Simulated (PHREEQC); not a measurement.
**Hard or scaling water: speciation**

Solution (25 °C): 0.0011 mol/kgw CaSO4, 6.6e-05 mol/kgw NaNO3 and 0.00011 mol/kgw KCl. Closed to the air; pH follows from the charge balance.

The numbers come from PHREEQC with the ion-association model, wateq4f.dat.

No solid was allowed to form.

### Question
Predict the ionic strength.

### Answer
ionic strength 0.00412 mol/kgw.

### Question
In which forms is S present?

### Answer
SO4-2 90 %, CaSO4 10 % of the S.

Species that the database lacks are ignored.
